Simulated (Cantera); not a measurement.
A Cantera script and its output.

```python
import numpy as np
import cantera as ct

gas = ct.Solution("gri30.yaml")
gas.TPX = 2173, 150000, {'NO': 1, 'N2': 3.6}
inlet = ct.Reservoir(gas, clone=True)

reactor = ct.IdealGasConstPressureReactor(gas, energy="off", clone=False)
exhaust = ct.Reservoir(gas, clone=True)
tau = [7.7, 1.8, 0.41, 0.096, 0.022, 0.0052, 0.0012][0]
for a, b in ((inlet, reactor), (reactor, exhaust)):
    ct.MassFlowController(a, b, mdot=lambda t: reactor.mass / tau)
net = ct.ReactorNet([reactor])
show = ['NO', 'NO2', 'N2O', 'O2', 'O', 'N2']

rows = []
print(f"{'tau/s':>10s}{'T/K':>9s}" + "".join(f"{s:>11s}" for s in show))
for tau in [7.7, 1.8, 0.41, 0.096, 0.022, 0.0052, 0.0012]:
    net.initial_time = 0.0
    net.advance(30 * tau)
    before = gas.X
    net.advance(40 * tau)
    drift = np.max(np.abs(gas.X - before) / (gas.X + 1e-9))
    rows.append([gas.T, *gas[show].X, drift])
    print(f"{tau:10.3e}{gas.T:9.1f}" + "".join(f"{x:11.3e}" for x in gas[show].X))
```

Result:

```
     tau/s      T/K         NO        NO2        N2O         O2          O         N2
 7.700e+00   2173.0  1.465e-02  1.644e-05  7.001e-07  1.010e-01  5.941e-04  8.837e-01
 1.800e+00   2173.0  2.919e-02  3.159e-05  9.900e-07  9.375e-02  5.738e-04  8.765e-01
 4.100e-01   2173.0  7.182e-02  6.874e-05  3.066e-06  7.244e-02  5.090e-04  8.552e-01
 9.600e-02   2173.0  1.467e-01  1.006e-04  1.134e-05  3.506e-02  3.681e-04  8.178e-01
 2.200e-02   2173.0  1.985e-01  8.072e-05  2.086e-05  9.238e-03  2.224e-04  7.919e-01
 5.200e-03   2173.0  2.131e-01  5.956e-05  2.392e-05  2.008e-03  1.555e-04  7.847e-01
 1.200e-03   2173.0  2.164e-01  4.651e-05  2.339e-05  3.654e-04  1.206e-04  7.830e-01
```

Computed with Cantera and GRI-Mech 3.0 (53 species, 325 reactions).
